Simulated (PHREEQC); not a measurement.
1 kg of water holding 0.0039 mol/kgw MgCl2, 0.2 mol/kgw KCl, 0.2 mol/kgw SrCl2, 0.31 mol/kgw NaCl and 0.5 mol/kgw CaCl2 is evaporated at 25 °C; the solids stay in contact with the brine. CO2 from the air is kept out. The run lets Bischofite, Brucite, Carnallite, Halite, Portlandite, Sylvite, MgCl2_4H2O precipitate or redissolve, and no other solid.

The series has 11 steps of water left (kg), from 1 to 0.1407.

Model: Pitzer model, pitzer.dat, run in PHREEQC.

**Question.** Which solids form, in which order, and at which step of the series does each first stand?

**Answer.** Halite from water left = 0.2082 kg; Sylvite from water left = 0.1711 kg.

Complexes and solids missing from the database can't appear.
